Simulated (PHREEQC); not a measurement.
A column of 0.5 m (30 cells, dispersivity 0.018 m, 300 s a shift, diffusion coefficient 3e-10 m²/s) holds 0.0091 eq of the database's cation exchanger X per kg of pore water, first in equilibrium with 0.0013 mol NaCl, 0.0016 mol LiCl and 1e-05 mol HCl per kg of water. It is flushed with 0.019 mol/kgw NaCl, 0.0008 mol/kgw KCl and 1e-05 mol/kgw HCl, at 25 °C. Values are for the last cell. CO2 from the air is kept out. Nothing may precipitate in this run.

The series has 31 steps of pore volumes, from 0 to 3.017.

All values are PHREEQC results (ion-association model, phreeqc.dat), not measurements.

Task: After how many pore volumes does K at the outlet first reach half of its feed value?

Result: By 2.9 pore volumes.
